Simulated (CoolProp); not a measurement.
Vapour-liquid equilibrium of dimethyl carbonate (1) + n-nonane (2) at 82.05 °C; x and y are mole fractions of (1).

Model: multi-fluid Helmholtz-energy mixture model, Zhou 2011 and Lemmon 2006; pair parameters Bell 2016, in CoolProp.

### Question
Give the bubble pressure and the first vapour's composition at x = 0.125, 0.425, 0.95. Is there an azeotrope?

### Answer
x = 0.125: 36.21 kPa, y = 0.738; x = 0.425: 65.50 kPa, y = 0.883; x = 0.95: 76.90 kPa, y = 0.967. No azeotrope shows between x = 0.05 and 0.95.

The pair parameters rest on a limited set of measurements; away from them the model extrapolates. With so large a gap from Raoult's law the liquid may split in two, which this calculation doesn't test in full.
